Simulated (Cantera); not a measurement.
Feed: 1 mol Si, 1.2 mol HBr, 25 mol N2, held at 1027 °C and 0.100 bar.

Cantera equilibrium calculation (NASA polynomials, part measured and part estimated; ideal gas, pure solids and liquids). Candidate condensed phases: Br2, Si, Si3N4; 28 gas species. N2 is the only nitrogen source here; it is nearly inert below about 1500 K, so the nitride shown seldom forms there in practice. The tables' values for SiBr3 are old estimates; treat these amounts as uncertain. Rates play no part.

Base state: N2 0.954, HBr 0.0394, H2 0.00378, SiBr4 0.00156, Br 0.000539, SiBr2 0.000238, SiBr3 9.45e-5 (mole fractions); condensed: Si3N4(s).

Q: What changes in the equilibrium state with this change: temperature from 1027 °C to 627 °C?

A: 
```tsv
species	before	after
N2	0.954	0.955
HBr	0.0394	0.0391
H2	0.00378	0.00394
Br	0.000539	9.97e-7
SiBr4	0.00156	0.00197
SiBr2	0.000238	3.48e-9
SiBr3	9.45e-5	1.09e-7
Si3N4(s), mol	0.317	0.317
```
